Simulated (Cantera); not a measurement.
## Equilibrium for silicon nitride deposition: SiHCl₃ + NH₃

Feed: 1 mol SiHCl₃, 26 mol NH₃, at 4.20 mbar.

These are equilibrium values from Cantera (NASA tables, ideal gas, pure condensed phases), not measurements of a reactor. Candidate condensed phases: NH₄Cl, Si, Si₃N₄; 28 gas species. The tables' values for SiCl, SiN, SiCl₃ are old estimates; treat these amounts as uncertain. Gases not in the tables: Si₂H₆ and higher silanes. Kinetics and transport are ignored.

```tsv
T (K)	x H₂	x N₂	x HCl	x H	x SiCl₂	x Si	x SiCl	x Cl	n Si₃N₄(s)	n Si(l)
848	0.713	0.231	0.0562	2.48e-10	1.61e-10	<1e-12	<1e-12	1.97e-11	0.333	0
948	0.713	0.231	0.0562	6.83e-9	8.59e-9	<1e-12	<1e-12	5.14e-10	0.333	0
1048	0.713	0.231	0.0562	1.01e-7	2.13e-7	<1e-12	<1e-12	7.25e-9	0.333	0
1148	0.713	0.231	0.0562	9.33e-7	3.01e-6	<1e-12	2.11e-12	6.49e-8	0.333	0
1248	0.713	0.231	0.0562	6.08e-6	2.75e-5	4.56e-12	1.89e-10	4.10e-7	0.333	0
1348	0.713	0.231	0.0559	3.01e-5	0.000177	6.46e-10	8.53e-9	1.97e-6	0.330	0
1448	0.713	0.232	0.0545	0.000120	0.000843	4.58e-8	2.21e-7	7.48e-6	0.318	0
1548	0.714	0.233	0.0503	0.000401	0.00288	1.85e-6	3.51e-6	2.26e-5	0.281	0
1648	0.715	0.235	0.0422	0.00116	0.00681	4.73e-5	3.54e-5	5.37e-5	0.209	0
1748	0.709	0.240	0.0401	0.00297	0.00755	0.000347	0.000127	0.000129	0	0.562
1848	0.704	0.239	0.0409	0.00686	0.00687	0.00149	0.000309	0.000303	0	0.517
1948	0.694	0.237	0.0411	0.0145	0.00620	0.00553	0.000679	0.000645	0	0.287
```
x: gas mole fraction; n: condensed amount in mol.

From 848 K to 1648 K the condensed part is Si₃N₄(s). From 1748 K to 1948 K the condensed part is Si(l). The main Si-bearing gas is SiCl₄ at 848 K and SiCl₂ at 1948 K.
